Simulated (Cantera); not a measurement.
An isothermal, constant-pressure homogeneous reactor starts with C2H6 : N2 = 1 : 150 (molar parts), at 1950 K and 100.0 Torr. Integrator tolerance rtol = 1e-08.

Computed with Cantera and GRI-Mech 3.0 (53 species, 325 reactions). GRI-Mech 3.0 stops at C3 and has no aromatics, soot or wall deposition, so with more carbon than oxygen in the feed, carbon stays in small species such as C2H2 where larger ones or solid carbon would form.

Question: What does this change do: temperature 1950 to 1350 K?

Answer: 
```tsv
quantity	before	after
x(C2H6) at 20.0 s	<1e-12 (gas-phase equilibrium <1e-12)	9.35e-8 (gas-phase equilibrium 1.04e-10)
x(CH2) at 20.0 s	1.19e-9 (gas-phase equilibrium 1.46e-9)	3.76e-11 (gas-phase equilibrium 1.22e-12)
x(C2H) at 20.0 s	2.80e-6 (gas-phase equilibrium 1.53e-7)	2.09e-10 (gas-phase equilibrium 2.88e-11)
x(H) at 20.0 s	0.000359 (gas-phase equilibrium 0.000359)	6.00e-7 (gas-phase equilibrium 7.50e-7)
x(H2) at 20.0 s	0.0129 (gas-phase equilibrium 0.0129)	0.0115 (gas-phase equilibrium 0.0130)
x(CH4) at 20.0 s	6.17e-8 (gas-phase equilibrium 7.56e-8)	0.00105 (gas-phase equilibrium 2.78e-5)
```
